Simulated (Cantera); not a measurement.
Fluorocarbon and chlorocarbon gases: CH₂F₂ + HCl + H₂

Charge: 1 mol CH₂F₂, 0.2 mol HCl, 0.15 mol H₂, equilibrated at 1.20e-5 bar.

Cantera equilibrium calculation (NASA polynomials, part measured and part estimated; ideal gas, pure solids and liquids). Candidate condensed phases: C, C₆H₆, C₇H₈, C₈H₁₈; 135 gas species. Ions and electrons are included (thermal ionisation). Kinetics and transport are ignored.

| T (K) | log p H | log p HF | log p F | log p C | log p Cl | log p C₃ | log p C₂ | n C(graphite) |
|---|---|---|---|---|---|---|---|---|
| 2500 | -5.44 | -5.30 | -5.73 | -6.78 | -6.16 | -6.30 | -7.34 | 0.476 |
| 2750 | -5.30 | -5.97 | -5.42 | -5.98 | -6.31 | -6.44 | -6.90 | 0 |
| 3000 | -5.28 | -6.85 | -5.38 | -5.70 | -6.37 | -7.73 | -7.32 | 0 |
| 3250 | -5.28 | -7.64 | -5.38 | -5.68 | -6.37 | -9.45 | -8.09 | 0 |
| 3500 | -5.28 | -8.33 | -5.38 | -5.68 | -6.38 | -10.98 | -8.79 | 0 |
| 3750 | -5.28 | -8.92 | -5.38 | -5.68 | -6.38 | -12.32 | -9.39 | 0 |
| 4000 | -5.28 | -9.44 | -5.38 | -5.68 | -6.38 | -13.49 | -9.93 | 0 |
| 4250 | -5.28 | -9.91 | -5.38 | -5.68 | -6.38 | -14.52 | -10.40 | 0 |
| 4500 | -5.28 | -10.32 | -5.38 | -5.68 | -6.38 | -15.45 | -10.83 | 0 |
| 4750 | -5.28 | -10.69 | -5.38 | -5.69 | -6.38 | -16.29 | -11.21 | 0 |
| 5000 | -5.28 | -11.02 | -5.38 | -5.70 | -6.38 | <-16 | -11.57 | 0 |
log p: log10 of the partial pressure in bar; n: condensed amount in mol.

At 2500 K the condensed part is C(graphite). From 2750 K to 5000 K nothing is condensed. The main C-bearing gas is C₃ at 2500 K and C at 5000 K.
